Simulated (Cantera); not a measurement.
Input: 1 mol Si, 0.83 mol HCl, 1.7 mol H2, equilibrated at 1675 K and 0.170 bar.

Equilibrium computed with Cantera from the NASA thermochemical tables; the gas is ideal and each condensed phase is pure. Candidate condensed phases: Si; 19 gas species. The tables' values for SiCl3, SiCl are old estimates; treat these amounts as uncertain. Kinetics and transport are ignored.

Base state: H2 0.770, HCl 0.136, SiCl2 0.0867, SiCl3 0.00506, SiHCl3 0.000626, SiCl4 0.000613, H 0.000247, SiH2Cl2 0.000110 (mole fractions); condensed: Si(s).

What changes in the equilibrium state with this change: H2 from 1.7 to 5.4 mol?


```tsv
species	before	after
H2	0.770	0.894
HCl	0.136	0.0794
SiCl2	0.0867	0.0254
SiCl4	0.000613	5.27e-5
SiCl3	0.00506	0.000803
SiHCl3	0.000626	0.000107
SiH2Cl2	0.000110	3.76e-5
Si(s), mol	0.765	0.835
```
Gases not in the tables: Si2H6 and higher silanes.

What changes in the equilibrium state with this change: HCl from 0.83 to 3.1 mol?


| species | before | after |
|---|---|---|
| H2 | 0.770 | 0.584 |
| HCl | 0.136 | 0.204 |
| SiCl2 | 0.0867 | 0.187 |
| SiCl3 | 0.00506 | 0.0188 |
| SiCl4 | 0.000613 | 0.00391 |
| SiHCl3 | 0.000626 | 0.00202 |
| Cl | 3.41e-5 | 5.87e-5 |
| SiH2Cl2 | 0.000110 | 0.000180 |
| Si(s), mol | 0.765 | 0 |
